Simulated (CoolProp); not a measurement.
CF4 (R14) along the isobar 21 MPa: fugacity coefficient from the reference equation and from simpler models built on Tc = 227.4 K, pc = 3.762 MPa, ω = 0.178; each cubic takes its own stable root.

Model: reference Helmholtz-energy equation of state, Platzer 1990, in CoolProp. This equation is an older, rougher fit; its heat capacities, sound speeds and derivatives of the liquid may be far off and weren't checked against measurements.

```tsv
T (K)	phase	reference
160.5	liquid	0.02843
181.2	liquid	0.06910
201.8	liquid	0.1325
222.5	liquid	0.2161
243.1	supercritical	0.3124
263.8	supercritical	0.4140
284.4	supercritical	0.5124
305.1	supercritical	0.6034
325.7	supercritical	0.6837
346.4	supercritical	0.7538
367	supercritical	0.8137
387.7	supercritical	0.8652
408.4	supercritical	0.9093
429	supercritical	0.9468
449.7	supercritical	0.9792
```

How far does each simpler model (van der Waals, Redlich-Kwong, Soave-Redlich-Kwong, Peng-Robinson) lie from the reference over these 15 states: mean and median of the absolute difference, and the worst?


- van der Waals: mean 44.7 %, median 13.6 %, worst +292.9 % at 160.5 K and 21 MPa
- Redlich-Kwong: mean 9.2 %, median 7.2 %, worst +32.9 % at 160.5 K and 21 MPa
- Soave-Redlich-Kwong: mean 4.9 %, median 5.2 %, worst +6.3 % at 305.1 K and 21 MPa
- Peng-Robinson: mean 4.4 %, median 3.4 %, worst -8.4 % at 160.5 K and 21 MPa
